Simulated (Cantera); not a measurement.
Input: 1 mol CH₄, 0.81 mol CO₂, 0.52 mol H₂, at 1 atm.

These are equilibrium values from Cantera (NASA tables, ideal gas, pure condensed phases), not measurements of a reactor. Candidate condensed phases: C, C₆H₆, C₇H₈, C₈H₁₈, H₂O; 110 gas species. Rates play no part.

x: gas mole fraction; n: condensed amount in mol.

```json
[
 {"T (K)": "1625", "x H₂": "0.608", "x CO": "0.391", "x H": "5.46e-5", "x C₂H₂ (acetylene)": "2.16e-5", "n C(graphite)": "0.188"},
 {"T (K)": "1725", "x H₂": "0.608", "x CO": "0.391", "x H": "0.000144", "x C₂H₂ (acetylene)": "5.60e-5", "n C(graphite)": "0.188"},
 {"T (K)": "1825", "x H₂": "0.608", "x CO": "0.391", "x H": "0.000341", "x C₂H₂ (acetylene)": "0.000131", "n C(graphite)": "0.188"},
 {"T (K)": "1925", "x H₂": "0.608", "x CO": "0.391", "x H": "0.000740", "x C₂H₂ (acetylene)": "0.000278", "n C(graphite)": "0.187"},
 {"T (K)": "2025", "x H₂": "0.607", "x CO": "0.391", "x H": "0.00149", "x C₂H₂ (acetylene)": "0.000549", "n C(graphite)": "0.185"},
 {"T (K)": "2125", "x H₂": "0.605", "x CO": "0.391", "x H": "0.00281", "x C₂H₂ (acetylene)": "0.00101", "n C(graphite)": "0.181"},
 {"T (K)": "2225", "x H₂": "0.603", "x CO": "0.390", "x H": "0.00500", "x C₂H₂ (acetylene)": "0.00177", "n C(graphite)": "0.175"},
 {"T (K)": "2325", "x H₂": "0.599", "x CO": "0.390", "x H": "0.00846", "x C₂H₂ (acetylene)": "0.00293", "n C(graphite)": "0.165"},
 {"T (K)": "2425", "x H₂": "0.593", "x CO": "0.389", "x H": "0.0137", "x C₂H₂ (acetylene)": "0.00463", "n C(graphite)": "[?]"},
 {"T (K)": "2525", "x H₂": "0.584", "x CO": "0.387", "x H": "0.0213", "x C₂H₂ (acetylene)": "0.00702", "n C(graphite)": "[?]"},
 {"T (K)": "2625", "x H₂": "0.573", "x CO": "0.385", "x H": "0.0319", "x C₂H₂ (acetylene)": "0.0102", "n C(graphite)": "[?]"},
 {"T (K)": "2725", "x H₂": "0.557", "x CO": "0.382", "x H": "0.0463", "x C₂H₂ (acetylene)": "0.0144", "n C(graphite)": "[?]"},
 {"T (K)": "2825", "x H₂": "0.536", "x CO": "0.379", "x H": "0.0649", "x C₂H₂ (acetylene)": "0.0194", "n C(graphite)": "[?]"}
]
```

Problem. Some entries are withheld; supply them.

Solution. 
- 2425, n C(graphite): 0.151
- 2525, n C(graphite): 0.130
- 2625, n C(graphite): 0.102
- 2725, n C(graphite): 0.0637
- 2825, n C(graphite): 0.0143
